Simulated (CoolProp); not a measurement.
Vapour pressure (kPa) of diethyl ether: the reference equation beside estimates from Tc = 194.7 °C, pc = 3717 kPa, ω = 0.282. Clausius-Clapeyron is anchored at 105.75 °C with a constant enthalpy of vaporisation of 21.03 kJ/mol.

The numbers come from the reference Helmholtz-energy equation of state, Thol 2014 in CoolProp.

```csv
T (°C),reference,Lee-Kesler,Clausius-Clapeyron,van der Waals,Redlich-Kwong,Peng-Robinson
76.35,365.8,365.2,424.6,1029,549.4,361.9
81.25,415.6,415.1,469.3,1101,611.4,411.3
86.15,470.3,470.1,517.3,1176,678.2,465.7
91.05,530.3,530.2,568.7,1254,749.8,525.3
95.95,595.7,595.9,623.6,1335,826.6,590.7
100.85,667.1,667.5,682.2,1419,908.7,662.0
105.75,744.6,745.2,744.6,1507,996.2,739.6
110.65,828.6,829.4,810.8,1598,1089,823.9
115.55,919.4,920.5,881.1,1693,1188,915.3
120.45,1017,1019,955.4,1791,1293,1014
125.25,1121,1122,1032,1890,1402,1118
130.15,1234,1236,1115,1994,1519,1233
```

Absolute difference from the reference over all 12 rows, mean and median: Lee-Kesler 0.1 and 0.1 %, Clausius-Clapeyron 6.9 and 6.6 %, van der Waals 112.9 and 107.6 %, Redlich-Kwong 35.6 and 35.0 %, Peng-Robinson 0.7 and 0.7 %.
